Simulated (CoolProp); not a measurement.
A simple Rankine cycle with vinyl chloride: condensing at 310.15 K, boiler at 1.34 MPa, turbine inlet 386.4 K, turbine efficiency 0.9, pump efficiency 0.7, no recuperator. Each further row changes one setting.

Computed with CoolProp (reference Helmholtz-energy equation of state, Thol 2022).

```
case                             thermal efficiency (%)  net work (kJ/kg)  heat in (kJ/kg)  turbine exit temperature (K)  volume ratio over the turbine
-------------------------------  ----------------------  ----------------  ---------------  ----------------------------  -----------------------------
as stated                                           8.8              33.2              376                         341.5                           2.24
turbine inlet 406.4 K                               9.0              35.8              399                         361.6                           2.24
condensing temperature 302.15 K                    10.7               [?]              [?]                           [?]                            [?]
boiler pressure 0.938 MPa                           5.5              21.0              383                         360.4                           1.61
turbine efficiency 0.8                              7.8              29.4              376                         345.3                           2.28
```

**Question.** What belongs in the gaps?

**Answer.** 
- condensing temperature 302.15 K, net work (kJ/kg): 41.4
- condensing temperature 302.15 K, heat in (kJ/kg): 388
- condensing temperature 302.15 K, turbine exit temperature (K): 330.9
- condensing temperature 302.15 K, volume ratio over the turbine: 2.75
